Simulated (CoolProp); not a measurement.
CHF3 (R23) at several states: density (kg/m³) from the reference equation and from simpler models built on Tc = 299.3 K, pc = 48.32 bar, ω = 0.263; each cubic takes its own stable root.

The numbers come from the reference Helmholtz-energy equation of state, Penoncello 2003 in CoolProp.

```tsv
T (K)	p (bar)	phase	reference	Redlich-Kwong	Peng-Robinson
196.9	52.3	liquid	1437	1194	1392
382.8	15.9	gas	___	36.99	36.97
236.5	8.18	liquid	1254	33.25	1198
238.4	37.3	liquid	1261	1022	___
207.7	30.9	liquid	1390	1146	___
131.5	3.67	liquid	1658	___	1564
```

**Question.** What belongs in the gaps?

**Answer.** 
- 382.8, reference: 36.82
- 238.4, Peng-Robinson: 1209
- 207.7, Peng-Robinson: 1345
- 131.5, Redlich-Kwong: 1371

At some of these states Redlich-Kwong gives the other phase, because its saturation line lies elsewhere.
